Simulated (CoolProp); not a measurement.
Octamethyltrisiloxane (MDM) at several states: density (kg/m³) from the reference equation and from simpler models built on Tc = 565.4 K, pc = 1.438 MPa, ω = 0.528; each cubic takes its own stable root.

Values from CoolProp's reference Helmholtz-energy equation of state, Thol 2017.

| T (K) | p (MPa) | phase | reference |
|---|---|---|---|
| 277.1 | 0.718 | liquid | 837.1 |
| 453.4 | 6.76 | liquid | 671.6 |
| 461.1 | 4.38 | liquid | 652.5 |
| 271.6 | 0.013 | liquid | 841.6 |
| 288 | 0.0475 | liquid | 825.5 |
| 343.3 | 0.0121 | liquid | 768.9 |

How far does each simpler model (Redlich-Kwong, Soave-Redlich-Kwong) lie from the reference over these 6 states: mean and median of the absolute difference, and the worst?


- Redlich-Kwong: mean 28.0 %, median 15.1 %, worst -99.9 % at 343.3 K and 0.0121 MPa
- Soave-Redlich-Kwong: mean 9.4 %, median 10.1 %, worst -11.4 % at 271.6 K and 0.013 MPa

At some of these states Redlich-Kwong gives the other phase, because its saturation line lies elsewhere.
